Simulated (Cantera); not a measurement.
Charge: 1 mol Fe3O4, 0.51 mol CO, 0.46 mol N2, held at 2075 K and 0.000140 bar.

Cantera equilibrium calculation (NASA polynomials, part measured and part estimated; ideal gas, pure solids and liquids). Candidate condensed phases: C, Fe, Fe(CO)5, FeO, Fe2O3, Fe3O4; 27 gas species. The tables' stoichiometric FeO is somewhat more stable than real wüstite, so its field is too wide. FeO: taken at fixed stoichiometry. The numbers say what is thermodynamically allowed, not how fast it happens.

Base state: Fe 0.243, O2 0.231, N2 0.192, CO2 0.151, FeO 0.0658, CO 0.0643, O 0.0474, NO 0.00484 (mole fractions); condensed: FeO(l).

What changes in the equilibrium state with this change: CO from 0.51 to 20 mol?


```
species       before     after
-----------  -------  --------
CO            0.0643     0.690
CO2            0.151     0.157
Fe             0.243     0.124
O2             0.231   0.00217
N2             0.192    0.0194
FeO           0.0658   0.00324
O             0.0474   0.00458
NO           0.00484  0.000149
FeO(l), mol     2.27         0
```
